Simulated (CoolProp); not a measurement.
Vapour-liquid equilibrium of CH2F2 (R32) (1) + R125 (2) at 9.1 bar; x and y are mole fractions of (1).

Computed with CoolProp (multi-fluid Helmholtz-energy mixture model, Tillner-Roth 1997 and Lemmon 2005; pair parameters Lemmon 2004).

| x | bubble temperature (°C) | y at the bubble point | dew temperature at overall composition x (°C) | liquid density (mol/L) |
|---|---|---|---|---|
| 0.05 | 9.4 | 0.063 | 9.6 | 10.87 |
| 0.15 | 8.2 | 0.184 | 8.6 | 11.46 |
| 0.25 | 7.2 | 0.295 | 7.6 | 12.10 |
| 0.35 | 6.3 | 0.399 | 6.7 | 12.80 |
| 0.45 | 5.5 | 0.496 | 5.8 | 13.57 |
| 0.55 | 4.8 | 0.589 | 5.1 | 14.43 |
| 0.65 | 4.3 | 0.678 | 4.4 | 15.39 |
| 0.75 | 3.9 | 0.766 | 3.9 | 16.48 |
| 0.85 | 3.6 | 0.856 | 3.6 | 17.74 |
| 0.95 | 3.5 | 0.950 | 3.5 | 19.21 |

y crosses x between x = 0.85 and 0.95: the model has an azeotrope there.

Pair parameters are fitted to limited data, so mixtures are less certain than the pure fluids.
